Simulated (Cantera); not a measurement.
Charge: 1 mol Ca(OH)2, 0.043 mol C, 0.56 mol CO2, held at 1975 K and 1000 Pa.

Cantera equilibrium calculation (NASA polynomials, part measured and part estimated; ideal gas, pure solids and liquids). Equilibrium is a limit: real reactors are often held back by kinetics, nucleation or transport.

```csv
species,before,after
H2O,0.595,0.548
CO2,0.325,0.275
CO,0.0471,0.0838
O2,0.00546,0.0276
OH,0.00560,0.0201
H2,0.0192,0.0321
Ca(OH)2,4.98e-5,0.000195
CaOH,4.08e-6,5.39e-5
O,0.000407,0.00383
H,0.00190,0.00875
"CaO(s), mol",1.000,1.000
```
Gas species are given as mole fractions.

**Question.** Name the change that produced these shifts.
(A) temperature from 1975 K to 2175 K
(B) temperature from 1975 K to 1400 K
(C) temperature from 1975 K to 2050 K
(D) temperature from 1975 K to 1148.15 K

**Answer.** A, temperature from 1975 K to 2175 K
